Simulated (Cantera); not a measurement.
An isothermal, constant-pressure homogeneous reactor starts with CH4 : H2O : H2 = 1 : 0.52 : 0.12 (molar parts), at 1225 K and 320000 Pa. Integrator tolerance rtol = 1e-08.

Cantera simulation using GRI-Mech 3.0 (53 species, 325 reactions); the numbers are that mechanism's predictions, not measurements. GRI-Mech 3.0 stops at C3 and has no aromatics, soot or wall deposition, so with more carbon than oxygen in the feed, carbon stays in small species such as C2H2 where larger ones or solid carbon would form.

Q: What does this change do: temperature 1225 to 1275 K?

A: 
| quantity | before | after |
|---|---|---|
| x(CH4) at 4.00 s | 0.602 (gas-phase equilibrium 0.180) | 0.573 (gas-phase equilibrium 0.178) |
| x(H2O) at 4.00 s | 0.316 (gas-phase equilibrium 0.000680) | 0.312 (gas-phase equilibrium 0.000289) |
| x(H2) at 4.00 s | 0.0787 (gas-phase equilibrium 0.626) | 0.102 (gas-phase equilibrium 0.627) |
| x(H2O2) at 4.00 s | <1e-12 (gas-phase equilibrium <1e-12) | <1e-12 (gas-phase equilibrium <1e-12) |
| x(C2H2) at 4.00 s | 0.000454 (gas-phase equilibrium 1.24e-5) | 0.00468 (gas-phase equilibrium 5.77e-5) |
| x(C2H) at 4.00 s | <1e-12 (gas-phase equilibrium <1e-12) | <1e-12 (gas-phase equilibrium <1e-12) |
| x(OH) at 4.00 s | 5.99e-10 (gas-phase equilibrium 1.37e-12) | 1.93e-9 (gas-phase equilibrium 1.76e-12) |
